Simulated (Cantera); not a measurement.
An adiabatic, constant-volume homogeneous reactor starts with 39.7 % H₂, 11.0 % O₂, 41.3 % N₂, 7.94 % H₂O, equivalence ratio 1.8, at 1325 K and 29000 Pa.

Cantera simulation using GRI-Mech 3.0 (53 species, 325 reactions); the numbers are that mechanism's predictions, not measurements.

One state of this run: T (K) = 2726; P (bar) = 0.547; x H₂ = 0.188; x O₂ = 0.00128; x H₂O = 0.305; x NO = 0.00196; x H₂O₂ = 8.89e-8; x OH = 0.0157; x N₂O = 6.10e-8. x: mole fraction; the columns are a selection and need not sum to one.

Q: Which value of t (s) does it belong to?
(A) 4.00e-6
(B) 0.00118
(C) 1.66e-5
(D) 0.0842

A: D, 0.0842
